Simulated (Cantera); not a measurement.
An adiabatic, constant-volume homogeneous reactor starts with 12.2 % CO, 5.98 % H2, 17.2 % O2, 64.6 % N2, at 1000 K and 1.01 bar.

Detailed kinetics in Cantera: GRI-Mech 3.0 (53 species, 325 reactions).

x: mole fraction; the columns are a selection and need not sum to one.

```json
[
 {"t (s)": "3.00e-6", "T (K)": "1000", "P (bar)": "1.01", "x CO": "0.122", "x H2": "0.0598", "x O2": "0.172", "x H2O2": "<1e-12", "x O": "5.92e-11", "x NO2": "<1e-12", "x NO": "<1e-12"},
 {"t (s)": "8.46e-6", "T (K)": "1000", "P (bar)": "1.01", "x CO": "0.122", "x H2": "0.0598", "x O2": "0.172", "x H2O2": "<1e-12", "x O": "1.49e-10", "x NO2": "<1e-12", "x NO": "<1e-12"},
 {"t (s)": "2.38e-5", "T (K)": "1000", "P (bar)": "1.01", "x CO": "0.122", "x H2": "0.0598", "x O2": "0.172", "x H2O2": "<1e-12", "x O": "4.67e-10", "x NO2": "<1e-12", "x NO": "<1e-12"},
 {"t (s)": "6.72e-5", "T (K)": "1000", "P (bar)": "1.01", "x CO": "0.122", "x H2": "0.0598", "x O2": "0.172", "x H2O2": "1.29e-11", "x O": "(withheld)", "x NO2": "<1e-12", "x NO": "<1e-12"},
 {"t (s)": "0.000189", "T (K)": "1000", "P (bar)": "1.01", "x CO": "0.122", "x H2": "0.0598", "x O2": "0.172", "x H2O2": "2.45e-9", "x O": "2.28e-7", "x NO2": "<1e-12", "x NO": "<1e-12"},
 {"t (s)": "0.000534", "T (K)": "2402", "P (bar)": "2.25", "x CO": "0.0207", "x H2": "0.00168", "x O2": "0.0934", "x H2O2": "1.54e-7", "x O": "0.00660", "x NO2": "1.42e-7", "x NO": "0.000163"},
 {"t (s)": "0.00151", "T (K)": "2528", "P (bar)": "2.35", "x CO": "0.0114", "x H2": "0.000895", "x O2": "0.0901", "x H2O2": "2.07e-7", "x O": "0.00328", "x NO2": "1.68e-6", "x NO": "0.00194"},
 {"t (s)": "0.00424", "T (K)": "2522", "P (bar)": "2.35", "x CO": "0.0111", "x H2": "0.000879", "x O2": "0.0881", "x H2O2": "2.02e-7", "x O": "0.00314", "x NO2": "(withheld)", "x NO": "(withheld)"},
 {"t (s)": "0.0120", "T (K)": "2512", "P (bar)": "2.34", "x CO": "0.0108", "x H2": "0.000857", "x O2": "0.0853", "x H2O2": "1.95e-7", "x O": "0.00295", "x NO2": "9.80e-6", "x NO": "0.0115"},
 {"t (s)": "0.0337", "T (K)": "2508", "P (bar)": "2.33", "x CO": "0.0107", "x H2": "0.000847", "x O2": "0.0841", "x H2O2": "1.92e-7", "x O": "0.00288", "x NO2": "1.18e-5", "x NO": "0.0138"},
 {"t (s)": "0.0950", "T (K)": "2508", "P (bar)": "2.33", "x CO": "0.0107", "x H2": "0.000847", "x O2": "0.0841", "x H2O2": "1.92e-7", "x O": "0.00287", "x NO2": "1.18e-5", "x NO": "0.0139"},
 {"t (s)": "0.268", "T (K)": "2508", "P (bar)": "2.33", "x CO": "0.0107", "x H2": "0.000847", "x O2": "0.0841", "x H2O2": "1.92e-7", "x O": "0.00287", "x NO2": "1.18e-5", "x NO": "0.0139"},
 {"t (s)": "0.755", "T (K)": "2508", "P (bar)": "2.33", "x CO": "0.0107", "x H2": "0.000847", "x O2": "0.0841", "x H2O2": "1.92e-7", "x O": "0.00287", "x NO2": "1.18e-5", "x NO": "0.0139"},
 {"t (s)": "2.13", "T (K)": "2508", "P (bar)": "2.33", "x CO": "0.0107", "x H2": "0.000847", "x O2": "0.0841", "x H2O2": "1.92e-7", "x O": "0.00287", "x NO2": "1.18e-5", "x NO": "0.0139"},
 {"t (s)": "6.00", "T (K)": "2508", "P (bar)": "2.33", "x CO": "0.0107", "x H2": "0.000847", "x O2": "0.0841", "x H2O2": "1.92e-7", "x O": "0.00287", "x NO2": "1.18e-5", "x NO": "0.0139"}
]
```

Question: Some entries are withheld; supply them.

Answer: 
- 6.72e-5, x O: 3.06e-9
- 0.00424, x NO2: 5.11e-6
- 0.00424, x NO: 0.00594
